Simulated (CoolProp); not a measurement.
A closed Brayton cycle with dry air: compressor inlet 327.15 K and 5.7 MPa, high pressure 11.5 MPa, turbine inlet 785 K, compressor efficiency 0.89, turbine efficiency 0.93, recuperator effectiveness 0 (on enthalpy, no pinch check). Each further row changes one setting.

Computed with CoolProp (reference Helmholtz-energy equation of state, Lemmon 2000). It is a pseudo-pure fit of the blend.

```tsv
case	thermal efficiency (%)	net work (kJ/kg)	compressor to turbine work	compressor exit (K)	turbine exit (K)
as stated	13.4	54.8	0.60	409.8	660.3
turbine inlet 735 K	13.0	46.0	0.65	409.8	617.0
compressor inlet 337.15 K	13.2	52.1	0.62	422.2	660.3
high pressure 9.78 MPa	10.7	46.0	0.58	389.2	687.3
recuperator effectiveness 0.5	19.9	54.8	0.60	409.8	660.3
```
